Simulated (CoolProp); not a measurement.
A closed Brayton cycle with carbon dioxide: compressor inlet 324.15 K and 9.5 MPa, high pressure 17.7 MPa, turbine inlet 765 K, compressor efficiency 0.8, turbine efficiency 0.93, recuperator effectiveness 0.95 (on enthalpy, no pinch check). Each further row changes one setting.

The numbers come from the reference Helmholtz-energy equation of state, Span 1996 in CoolProp.

```tsv
case	thermal efficiency (%)	net work (kJ/kg)	compressor to turbine work	compressor exit (K)	turbine exit (K)
as stated	31.4	53.4	0.33	368.9	690.5
turbine inlet 715 K	29.4	47.4	0.36	368.9	643.3
compressor inlet 334.15 K	30.7	47.7	0.40	386.2	690.5
high pressure 15 MPa	29.1	40.8	0.31	356.8	710.0
recuperator effectiveness 0.5	15.6	53.4	0.33	368.9	690.5
```
